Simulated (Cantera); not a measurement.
Charge: 1 mol SiH2Cl2, 49 mol NH3, held at 1975 K and 10.0 mbar.

Method: chemical equilibrium by Gibbs-energy minimisation in Cantera with the NASA 1993 tables (ideal gas, pure condensed phases). Candidate condensed phases: NH4Cl, Si, Si3N4; 28 gas species. The tables' values for SiCl, SiN are old estimates; treat these amounts as uncertain. Gases not in the tables: Si2H6 and higher silanes. The numbers say what is thermodynamically allowed, not how fast it happens.

Base state: H2 0.723, N2 0.243, HCl 0.0173, H 0.0116, Si 0.00323, SiCl2 0.00102, SiCl 0.000221, Cl 0.000208 (mole fractions); condensed: Si(l).

### Question
What changes in the equilibrium state with this change: NH3 from 49 to 3.2 mol?

### Answer
```csv
species,before,after
H2,0.723,0.618
N2,0.243,0.188
HCl,0.0173,0.119
SiCl2,0.00102,0.0564
H,0.0116,0.0108
SiCl3,5.24e-7,0.000214
SiCl,0.000221,0.00164
Cl,0.000208,0.00155
"Si(l), mol",0.496,0.474
```
The tables' values for SiCl, SiCl3, SiN are old estimates; treat these amounts as uncertain.

### Question
What changes in the equilibrium state with this change: NH3 from 49 to 0.14 mol?

### Answer
```json
[
 {"species": "H2", "before": "0.723", "after": "0.407"},
 {"species": "SiCl2", "before": "0.00102", "after": "0.313"},
 {"species": "HCl", "before": "0.0173", "after": "0.227"},
 {"species": "N2", "before": "0.243", "after": "0.0304"},
 {"species": "H", "before": "0.0116", "after": "0.00873"},
 {"species": "SiCl4", "before": "<1e-9", "after": "2.99e-5"},
 {"species": "SiCl3", "before": "5.24e-7", "after": "0.00280"},
 {"species": "Si(l), mol", "before": "0.496", "after": "0.256"}
]
```
The tables' values for SiCl, SiCl3, SiN are old estimates; treat these amounts as uncertain.
